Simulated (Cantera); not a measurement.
Standard-state values (1 bar) from the NASA 1993 polynomials, evaluated with Cantera. Values are per mole of reaction as written; species without (g) are pure solids or liquids, kept so even where they would boil at 1 bar.

3 ZrO₂(g) + 4 NH₃(g) ⇌ 2 N₂(g) + 3 Zr + 6 H₂O(g), with ΔH° = -408.5 kJ and ΔS° = 40.8 J/K at 300 K.

Task: How far is the shortcut ΔG° ≈ ΔH°(300 K) − T·ΔS°(300 K) from the full temperature-dependent value at 875, 925, 975, 1025, 1075, 1125 K?

Result: 
```
T (K)  shortcut (kJ)  full (kJ)  difference (kJ)  difference in log10 K
-----  -------------  ---------  ---------------  ---------------------
875           -444.2     -456.8             12.5                  -0.75
925           -446.3     -460.3             14.1                  -0.79
975           -448.3     -463.9             15.6                  -0.84
1025          -450.4     -467.6             17.2                  -0.88
1075          -452.4     -471.2             18.8                  -0.92
1125          -454.4     -474.9             20.5                  -0.95
```
The shortcut ignores the heat-capacity change of the reaction.
